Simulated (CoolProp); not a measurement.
Vapour-liquid equilibrium of propane (1) + isopentane (2) at 213.4 K; x and y are mole fractions of (1).

The numbers come from the multi-fluid Helmholtz-energy mixture model, Lemmon 2009 and Lemmon 2006; pair parameters Kunz 2012 in CoolProp.

```csv
x,bubble pressure (MPa),y at the bubble point,dew pressure at overall composition x (MPa),liquid density (mol/L)
0.05,0.004398,0.763,0.001146,___
0.2,0.01222,0.926,0.001358,___
0.35,0.01841,___,___,10.73
0.5,0.02403,0.974,0.002150,___
0.65,0.02955,0.984,0.003034,12.03
0.8,___,0.992,___,12.74
0.95,0.04117,0.998,___,13.42
```

**Question.** Complete the blanks.

**Answer.** 
- 0.05, liquid density (mol/L): 9.758
- 0.2, liquid density (mol/L): 10.19
- 0.35, y at the bubble point: 0.958
- 0.35, dew pressure at overall composition x (MPa): 0.001664
- 0.5, liquid density (mol/L): 11.35
- 0.8, bubble pressure (MPa): 0.03521
- 0.8, dew pressure at overall composition x (MPa): 0.005147
- 0.95, dew pressure at overall composition x (MPa): 0.01639

No azeotrope shows between x = 0.05 and 0.95.

The pair parameters rest on a limited set of measurements; away from them the model extrapolates.
